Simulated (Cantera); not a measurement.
Feed: 1 mol MgO, 1.1 mol H2S, 0.25 mol CO2, 3 mol SO2, held at 1330 Pa.

Method: chemical equilibrium by Gibbs-energy minimisation in Cantera with the NASA 1993 tables (ideal gas, pure condensed phases). Candidate condensed phases: C, C6H6, C7H8, C8H18, H2O, H2SO4, Mg, MgCO3, MgO, Mg(OH)2, MgS, MgSO4, S; 130 gas species. Gases not in the tables: S3 to S7. Kinetics and transport are ignored.

### Question
At 1000 °C, list the 7 most abundant gas species with their mole fractions, and the condensed phases.

### Answer
SO2 0.536, H2O 0.221, S2 0.167, CO2 0.0502, H2 0.00981, H2S 0.00613, CO 0.00368. Condensed: MgO(s).
